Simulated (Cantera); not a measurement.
## Ignition delay

Mixture: CH₄ : CO : O₂ : N₂ : CO₂ = 1 : 0.85 : 6.06 : 18.2 : 7.4 (molar parts), equivalence ratio 0.40, at 22.0 bar, adiabatic and at constant volume. Ignition delay is the time to a rise of 400 K.

Cantera simulation using GRI-Mech 3.0 (53 species, 325 reactions); the numbers are that mechanism's predictions, not measurements. The pressure lies above the range GRI-Mech 3.0 was tuned for (to about 10 atm).

```json
[
 {"T0 (K)": "1125", "delay (ms)": "6.98"},
 {"T0 (K)": "1225", "delay (ms)": "1.61"},
 {"T0 (K)": "1325", "delay (ms)": "0.464"},
 {"T0 (K)": "1425", "delay (ms)": "0.161"},
 {"T0 (K)": "1525", "delay (ms)": "0.0648"},
 {"T0 (K)": "1625", "delay (ms)": "0.0291"}
]
```

```yaml
apparent activation energy between 1425 and 1625 K: 160 kJ/mol
```
